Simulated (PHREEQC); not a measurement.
NaOH is added in steps, without added water, to 1 kg of water holding 0.0012 mol MgCl2, 0.0092 mol Na2CO3 and 0.00012 mol H4SiO4, at 25 °C. Oxygen is held at 0.21 atm. CO2 from the air is kept out. Only these solids could form: Brucite, Nesquehonite, SiO2(a), Halite, Nahcolite, Natron.

Base run: PHREEQC, ion-association model, wateq4f.dat. Each further column changes one thing. The table gives pH.

| NaOH added (mol) | base | Debye-Hückel limiting law | all activity coefficients set to 1 | database pitzer.dat |
|---|---|---|---|---|
| 0 | 10.53 | 10.51 | 10.63 | 10.60 |
| 0.00035 | 10.58 | 10.56 | 10.69 | 10.65 |
| 0.000875 | 10.67 | 10.64 | 10.77 | 10.72 |
| 0.001225 | 10.72 | 10.70 | 10.83 | 10.77 |
| 0.001575 | 10.79 | 10.76 | 10.89 | 10.83 |
| 0.001925 | 10.85 | 10.83 | 10.96 | 10.89 |
| 0.00245 | 10.96 | 10.93 | 11.06 | 10.98 |
| 0.0028 | 11.03 | 11.00 | 11.12 | 11.05 |

 pitzer.dat has no redox and few complexes: it carries them in its interaction parameters. Solids allowed in the column 'database pitzer.dat': Bischofite, Brucite, Halite, Nesquehonite, Nahcolite, Natron, SiO2(a), Trona, MgCl2_4H2O.
